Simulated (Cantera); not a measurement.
A closed system holds: 1 mol HBr, 0.19 mol H2, 1.8 mol H2O, equilibrated at 1650 K and 75.0 Torr.

Cantera equilibrium calculation (NASA polynomials, part measured and part estimated; ideal gas, pure solids and liquids). Candidate condensed phases: Br2, H2O; 12 gas species. Rates play no part.

Base state: H2O 0.596, HBr 0.311, H2 0.0729, Br 0.0198, Br2 0.000103, H 7.76e-5, OH 2.86e-5 (mole fractions); condensed: gas only.

Task: What changes in the equilibrium state with this change: H2 from 0.19 to 0.41 mol?

Result: 
```
species    before     after
-------  --------  --------
H2O         0.596     0.557
HBr         0.311     0.295
H2         0.0729     0.134
Br         0.0198    0.0139
Br2      0.000103   5.05e-5
OH        2.86e-5   1.98e-5
H         7.76e-5  0.000105
```
